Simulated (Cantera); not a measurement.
A closed system holds: 1 mol CH3SiCl3, 0.53 mol HCl, 96 mol H2, equilibrated at 1.00 Torr.

Cantera equilibrium calculation (NASA polynomials, part measured and part estimated; ideal gas, pure solids and liquids). Candidate condensed phases: C, C6H6, C7H8, C8H18, Si, SiC; 109 gas species. The feed counts by its element totals alone. The numbers say what is thermodynamically allowed, not how fast it happens. All values below are at 1175 °C.

Base state: H2 0.964, HCl 0.0354, H 0.000248, SiCl2 2.36e-5 (mole fractions); condensed: C(graphite) + SiC(s).

### Question
What changes in the equilibrium state with this change: CH3SiCl3 replaced by SiH2Cl2?

### Answer
```json
[
 {"species": "H2", "before": "0.964", "after": "0.976"},
 {"species": "HCl", "before": "0.0354", "after": "0.0225"},
 {"species": "SiCl2", "before": "2.36e-5", "after": "0.00159"},
 {"species": "H", "before": "0.000248", "after": "0.000249"},
 {"species": "C(graphite), mol", "before": "0.00104", "after": "0"},
 {"species": "SiC(s), mol", "before": "0.998", "after": "0"},
 {"species": "Si(s), mol", "before": "0", "after": "0.842"}
]
```
